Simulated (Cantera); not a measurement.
## Ignition delay

Mixture: 5.67 % CH4, 0.737 % C2H6, 0.306 % C3H8, 19.6 % O2, 73.7 % N2, equivalence ratio 0.79, at 43000 Pa, adiabatic and at constant pressure. Ignition delay is the time to a rise of 400 K.

Cantera simulation using GRI-Mech 3.0 (53 species, 325 reactions); the numbers are that mechanism's predictions, not measurements.

```csv
T0 (K),delay (ms)
1248,3.27
1323,1.37
1398,0.641
1473,0.332
1548,0.190
1623,0.118
1698,0.0789
1773,0.0557
1848,0.0413
```

```json
{
 "apparent activation energy between 1698 and 1848 K": "110 kJ/mol"
}
```
